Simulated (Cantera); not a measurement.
## Thermodynamics of hydrogen reduction and annealing atmospheres, feed PbO + H2 + N2

Input: 1 mol PbO, a varied amount of H2, 0.45 mol N2, held at 1425 K and 0.133 bar.

Method: chemical equilibrium by Gibbs-energy minimisation in Cantera with the NASA 1993 tables (ideal gas, pure condensed phases). Candidate condensed phases: H2O, Pb, PbO, PbO2, Pb3O4; 27 gas species. Equilibrium is a limit: real reactors are often held back by kinetics, nucleation or transport.

| n(H2) (mol) | log p H2 | log p H2O | log p N2 | log p Pb | log p Pb2 | log p H | n Pb(l) |
|---|---|---|---|---|---|---|---|
| 2.8 | -1.17 | -1.43 | -1.77 | -1.94 | -5.54 | -5.75 | 0.694 |
| 5.4 | -1.04 | -1.68 | -2.03 | -1.94 | -5.54 | -5.69 | 0.450 |
| 8.1 | -0.99 | -1.85 | -2.19 | -1.94 | -5.54 | -5.66 | 0.196 |
| 11 | -0.97 | -1.97 | -2.32 | -1.97 | -5.60 | -5.65 | 0 |
| 13 | -0.96 | -2.03 | -2.38 | -2.04 | -5.73 | -5.64 | 0 |
| 16 | -0.94 | -2.12 | -2.46 | -2.12 | -5.89 | -5.64 | 0 |
| 19 | -0.93 | -2.19 | -2.53 | -2.19 | -6.03 | -5.63 | 0 |
| 21 | -0.93 | -2.23 | -2.57 | -2.23 | -6.11 | -5.63 | 0 |
| 24 | -0.92 | -2.28 | -2.63 | -2.28 | -6.22 | -5.63 | 0 |
| 27 | -0.91 | -2.33 | -2.68 | -2.33 | -6.31 | -5.62 | 0 |
| 29 | -0.91 | -2.36 | -2.71 | -2.36 | -6.37 | -5.62 | 0 |
log p: log10 of the partial pressure in bar; n: condensed amount in mol.

From 2.8 mol H2 to 8.1 mol H2 the condensed part is Pb(l). From 11 mol H2 to 29 mol H2 nothing is condensed. The main Pb-bearing gas is Pb throughout.
